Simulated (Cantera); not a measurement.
Feed: 1 mol B₂O₃, 17 mol HF, 5.7 mol H₂, at 0.500 bar.

These are equilibrium values from Cantera (NASA tables, ideal gas, pure condensed phases), not measurements of a reactor. Candidate condensed phases: B, B₂O₃, B₃O₃H₃, H₂O; 43 gas species. The tables' values for BF₂ are old estimates; treat these amounts as uncertain. Gases not in the tables: H₃BO₃. The numbers say what is thermodynamically allowed, not how fast it happens.

x: gas mole fraction; nothing condenses.

```csv
T (K),x HF,x H₂,x H₂O,x BF₃,x BOF
1073,0.507,0.263,0.138,0.0922,6.26e-6
1148,0.507,0.263,0.138,0.0921,?
1223,0.507,0.263,0.138,0.0920,0.000156
1298,0.508,0.262,0.137,0.0914,0.000582
1373,0.510,0.262,0.136,0.0899,0.00183
1448,0.515,0.261,0.132,0.0863,0.00483
1523,0.525,0.260,0.124,0.0796,0.0105
1598,0.539,0.257,0.114,0.0697,0.0190
1673,0.555,0.254,?,?,?
1748,0.572,0.252,0.0884,0.0465,0.0394
```

Q: Fill in the missing entries.

A: 
- 1148, x BOF: 3.48e-5
- 1673, x H₂O: 0.101
- 1673, x BF₃: 0.0581
- 1673, x BOF: 0.0291
